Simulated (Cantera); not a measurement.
Charge: 1 mol Ti, 2.1 mol O2, at 1250 °C and 25000 Pa.

Method: chemical equilibrium by Gibbs-energy minimisation in Cantera with the NASA 1993 tables (ideal gas, pure condensed phases). Candidate condensed phases: Ti, TiO, TiO2, Ti2O3, Ti3O5, Ti4O7; 6 gas species. Equilibrium is a limit: real reactors are often held back by kinetics, nucleation or transport.

Question: What is the equilibrium state?

Answer: x(O2): 1.000
x(O): 1.11e-5
n(TiO2(rutile)): 1.00 mol
gas amount: 1.100 mol
log10 activity of Ti4O7(s) (absent): -7.01
log10 activity of Ti3O5(s) (absent): -7.15
log10 activity of Ti2O3(s) (absent): -7.67
